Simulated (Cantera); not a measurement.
An isothermal, constant-pressure homogeneous reactor starts with H₂ : O₂ : N₂ = 0.55 : 1 : 4 (molar parts), at 823 K and 0.132 atm. Integrator tolerance rtol = 1e-08.

Computed with Cantera and the H2/O2 subset of GRI-Mech 3.0, which has no nitrogen chemistry. Radical loss at walls, strong at low pressure, is not modelled. Below about 950 K walls govern HO2 and H2O2 in real vessels. The temperature is held fixed by assumption; the heat of reaction is taken as removed at once.

**Question.** What does this change do: temperature 823 to 1173 K?

**Answer.** 
```csv
quantity,before,after
x(H₂) at 30.0 s,0.00947 (gas-phase equilibrium <1e-12),5.55e-9 (gas-phase equilibrium 5.55e-9)
x(O₂) at 30.0 s,0.141 (gas-phase equilibrium 0.137),0.137 (gas-phase equilibrium 0.137)
x(H₂O₂) at 30.0 s,0.000228 (gas-phase equilibrium 2.55e-12),2.64e-10 (gas-phase equilibrium 2.64e-10)
x(O) at 30.0 s,4.27e-8 (gas-phase equilibrium <1e-12),1.43e-8 (gas-phase equilibrium 1.43e-8)
x(H₂O) at 30.0 s,0.0941 (gas-phase equilibrium 0.104),0.104 (gas-phase equilibrium 0.104)
x(H) at 30.0 s,3.13e-8 (gas-phase equilibrium <1e-12),2.42e-11 (gas-phase equilibrium 2.42e-11)
x(OH) at 30.0 s,2.36e-8 (gas-phase equilibrium 2.63e-9),3.14e-6 (gas-phase equilibrium 3.14e-6)
```

**Question.** What does this change do: pressure from 0.132 atm to 0.464 atm?

**Answer.** 
| quantity | before | after |
|---|---|---|
| x(H₂) at 30.0 s | 0.00947 (gas-phase equilibrium <1e-12) | 0.0753 (gas-phase equilibrium <1e-12) |
| x(O₂) at 30.0 s | 0.141 (gas-phase equilibrium 0.137) | 0.170 (gas-phase equilibrium 0.137) |
| x(H₂O₂) at 30.0 s | 0.000228 (gas-phase equilibrium 2.55e-12) | 0.000705 (gas-phase equilibrium 4.79e-12) |
| x(O) at 30.0 s | 4.27e-8 (gas-phase equilibrium <1e-12) | 4.60e-9 (gas-phase equilibrium <1e-12) |
| x(H₂O) at 30.0 s | 0.0941 (gas-phase equilibrium 0.104) | 0.0244 (gas-phase equilibrium 0.104) |
| x(H) at 30.0 s | 3.13e-8 (gas-phase equilibrium <1e-12) | 1.62e-8 (gas-phase equilibrium <1e-12) |
| x(OH) at 30.0 s | 2.36e-8 (gas-phase equilibrium 2.63e-9) | 3.52e-9 (gas-phase equilibrium 1.92e-9) |

**Question.** What does this change do: temperature 823 to 1025 K?

**Answer.** 
| quantity | before | after |
|---|---|---|
| x(H₂) at 30.0 s | 0.00947 (gas-phase equilibrium <1e-12) | 3.48e-10 (gas-phase equilibrium 1.40e-10) |
| x(O₂) at 30.0 s | 0.141 (gas-phase equilibrium 0.137) | 0.137 (gas-phase equilibrium 0.137) |
| x(H₂O₂) at 30.0 s | 0.000228 (gas-phase equilibrium 2.55e-12) | 1.54e-10 (gas-phase equilibrium 5.43e-11) |
| x(O) at 30.0 s | 4.27e-8 (gas-phase equilibrium <1e-12) | 9.91e-10 (gas-phase equilibrium 3.37e-10) |
| x(H₂O) at 30.0 s | 0.0941 (gas-phase equilibrium 0.104) | 0.104 (gas-phase equilibrium 0.104) |
| x(H) at 30.0 s | 3.13e-8 (gas-phase equilibrium <1e-12) | <1e-12 (gas-phase equilibrium <1e-12) |
| x(OH) at 30.0 s | 2.36e-8 (gas-phase equilibrium 2.63e-9) | 4.85e-7 (gas-phase equilibrium 2.82e-7) |
